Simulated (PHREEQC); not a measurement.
Consider water at 55 °C with 17 mmol/kgw Al2(SO4)3. Closed to the air; pH follows from the charge balance.

Computed with PHREEQC (ion-association model, wateq4f.dat).

Each row changes one thing in this solution. This is a speciation only: nothing precipitates in the calculation.

```csv
case,pH,ionic strength (mol/kgw),SO4-2 (mol/kgw),HSO4- (mol/kgw)
as made,3.65,0.0619,0.0151,0.000348
Al2(SO4)3 replaced by MnSO4 at the same molality,6.09,0.0402,…,9.26e-7
diluted 2-fold with water,3.68,0.0351,…,0.000215
diluted 10-fold with water,3.75,0.00968,0.00241,…
temperature from 55 to 5 °C,4.22,0.0720,0.0172,3.59e-5
Al2(SO4)3 from 0.017 to 0.0153 mol/kgw,…,0.0568,0.0139,0.000324
```

What belongs in the gaps?


- Al2(SO4)3 replaced by MnSO4 at the same molality, SO4-2 (mol/kgw): 0.0101
- diluted 2-fold with water, SO4-2 (mol/kgw): 0.00880
- diluted 10-fold with water, HSO4- (mol/kgw): 6.20e-5
- Al2(SO4)3 from 0.017 to 0.0153 mol/kgw, pH: 3.66

Complexes and solids missing from the database can't appear. Some of these states are supersaturated (in Boehmite (slow to form), Gibbsite (slow to form), for instance). Constants without temperature data keep their 25 °C values here.
